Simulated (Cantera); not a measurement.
An adiabatic, constant-pressure homogeneous reactor starts with 3.37 % CH₄, 15.3 % O₂, 81.3 % N₂, equivalence ratio 0.44, at 1650 K and 14.8 atm.

Computed with Cantera and GRI-Mech 3.0 (53 species, 325 reactions). The pressure lies above the range GRI-Mech 3.0 was tuned for (to about 10 atm).

Question: Predict: time of steepest temperature rise; temperature at 0.400 s; equilibrium temperature; x(O₂) at 0.400 s.

Answer: 
* **time of steepest temperature rise**: 39.1 µs
* **temperature at 0.400 s**: 2324 K
* **equilibrium temperature**: 2324 K
* **x(O₂) at 0.400 s**: 0.0801 (gas-phase equilibrium 0.0801)
